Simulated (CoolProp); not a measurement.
The fluid at 298.15 K and 0.632 MPa is throttled through a valve to 0.368 MPa with no heat exchange. The same conditions are run with several fluids, on thermodynamics alone (safety and materials aside).

Computed with CoolProp (reference Helmholtz-energy equation of state of each fluid (methanol: de Reuck 1993; n-octane: Beckmüller 2019; R245ca: Zhou 2016; 1,2-dichloroethane: Thol 2015; decamethyltetrasiloxane (MD2M): Thol 2017)).

Question: Rank methanol, n-octane, R245ca, 1,2-dichloroethane, decamethyltetrasiloxane (MD2M) by final density (kg/m³), highest first.

Answer: R245ca (1390), 1,2-dichloroethane (1250), decamethyltetrasiloxane (MD2M) (849), methanol (787), n-octane (699)
